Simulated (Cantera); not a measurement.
# PbO + H2O + N2 (chemical vapour transport)

Feed: 1 mol PbO, 0.59 mol H2O, 0.42 mol N2, equilibrated at 1298 K and 1 atm.

Cantera equilibrium calculation (NASA polynomials, part measured and part estimated; ideal gas, pure solids and liquids). Candidate condensed phases: H2O, Pb, PbO, PbO2, Pb3O4; 27 gas species. Gases not in the tables: (PbO)n polymers. The numbers say what is thermodynamically allowed, not how fast it happens.

The x(H2O) comes out as 0.584. The x(N2) is 0.416. The x(PbO) comes out as 0.000430 and the x(Pb) is 7.16e-5. The x(O2) is 3.72e-5 and the x(H2) is 7.96e-6. The x(NO) is 3.78e-6, the x(OH) comes out as 2.85e-6 and the n(PbO(l)) comes out as 0.999 mol. The gas amount is 1.011 mol and the log10 activity of Pb(l) (absent) comes out as -1.55.
